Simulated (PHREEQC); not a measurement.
Dissolve 0.022 mol HF, 0.011 mol NH4F and 0.00067 mol H4SiO4 per kg of water at 65 °C. Closed to the air; pH follows from the charge balance.

The numbers come from PHREEQC with the ion-association model, phreeqc.dat.

```
Item                      Result
----------------  --------------
pH                          3.19
ionic strength    0.0124 mol/kgw
total alkalinity    -22.0 meq/kg
```

| species | molality | activity | log γ |
|---|---|---|---|
| HF | 0.0178 | 0.0179 | 0.001 |
| NH4+ | 0.0110 | 0.00966 | -0.056 |
| F- | 0.00963 | 0.00849 | -0.054 |
| HF2- | 0.000755 | 0.000668 | -0.053 |
| H+ | 0.000721 | 0.000649 | -0.046 |
| SiF6-2 | 0.000670 | 0.000416 | -0.207 |
| H4SiO4 | 1.06e-7 | 1.06e-7 | 0.001 |
| NH3 | 1.01e-7 | 1.01e-7 | 0.001 |

Precipitation was switched off in this run. Complexes and solids missing from the database can't appear. At this temperature some constants are extrapolated from 25 °C, and those without enthalpy data are left unchanged. SiF6-2 is the database's only silicon fluoride.
